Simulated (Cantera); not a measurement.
A perfectly stirred reactor is fed with CH4 : CO2 : H2 = 1.9 : 1.7 : 1 (molar parts), at 6.12 atm; it is held at 1425 K, and followed from long to short residence time.

Cantera simulation using GRI-Mech 3.0 (53 species, 325 reactions); the numbers are that mechanism's predictions, not measurements.

Task: Predict: x(CH4) at τ = 28.0 s; x(CO2) at τ = 28.0 s; x(H2) at τ = 28.0 s; x(C2H4) at τ = 28.0 s; x(CH4) at τ = 0.380 s; x(CO2) at τ = 0.380 s; x(H2) at τ = 0.380 s; x(C2H4) at τ = 0.380 s.

Result: 
| Item | Result |
|---|---|
| x(CH4) at τ = 28.0 s | 0.205 |
| x(CO2) at τ = 28.0 s | 0.0885 |
| x(H2) at τ = 28.0 s | 0.234 |
| x(C2H4) at τ = 28.0 s | 0.0184 |
| x(CH4) at τ = 0.380 s | 0.334 |
| x(CO2) at τ = 0.380 s | 0.276 |
| x(H2) at τ = 0.380 s | 0.206 |
| x(C2H4) at τ = 0.380 s | 0.0138 |
